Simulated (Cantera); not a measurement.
A perfectly stirred reactor is fed with CH4 : O2 : N2 = 0.013 : 0.0034 : 1 (molar parts), equivalence ratio 7.6, at 1.01 bar; it is held at 1423 K, and followed from long to short residence time.

Computed with Cantera and GRI-Mech 3.0 (53 species, 325 reactions). GRI-Mech 3.0 stops at C3 and has no aromatics, soot or wall deposition, so with more carbon than oxygen in the feed, carbon stays in small species such as C2H2 where larger ones or solid carbon would form.

Q: What does this change do: N2 1 to 0.18 parts?

A: 
```tsv
quantity	before	after
x(CH4) at τ = 21.0 s	0.00412	0.0202
x(O2) at τ = 21.0 s	4.30e-5	8.60e-5
x(OH) at τ = 21.0 s	5.36e-9	8.93e-9
x(H2O2) at τ = 21.0 s	1.38e-11	1.50e-10
x(H2O) at τ = 21.0 s	0.00345	0.0151
x(CH4) at τ = 0.200 s	0.00993	0.0455
x(O2) at τ = 0.200 s	0.00198	0.00488
x(OH) at τ = 0.200 s	2.47e-8	5.21e-8
x(H2O2) at τ = 0.200 s	2.94e-10	7.98e-9
x(H2O) at τ = 0.200 s	0.00166	0.0137
```
The temperature is held fixed by assumption; the heat of reaction is taken as removed at once.

Q: What does this change do: temperature 1423 to 1223 K?

A: 
```json
[
 {"quantity": "x(CH4) at τ = 21.0 s", "before": "0.00412", "after": "0.00949"},
 {"quantity": "x(O2) at τ = 21.0 s", "before": "4.30e-5", "after": "0.000885"},
 {"quantity": "x(OH) at τ = 21.0 s", "before": "5.36e-9", "after": "6.69e-10"},
 {"quantity": "x(H2O2) at τ = 21.0 s", "before": "1.38e-11", "after": "2.43e-10"},
 {"quantity": "x(H2O) at τ = 21.0 s", "before": "0.00345", "after": "0.00276"},
 {"quantity": "x(CH4) at τ = 0.200 s", "before": "0.00993", "after": "0.0128"},
 {"quantity": "x(O2) at τ = 0.200 s", "before": "0.00198", "after": "0.00334"},
 {"quantity": "x(OH) at τ = 0.200 s", "before": "2.47e-8", "after": "5.48e-11"},
 {"quantity": "x(H2O2) at τ = 0.200 s", "before": "2.94e-10", "after": "1.77e-10"},
 {"quantity": "x(H2O) at τ = 0.200 s", "before": "0.00166", "after": "3.37e-6"}
]
```
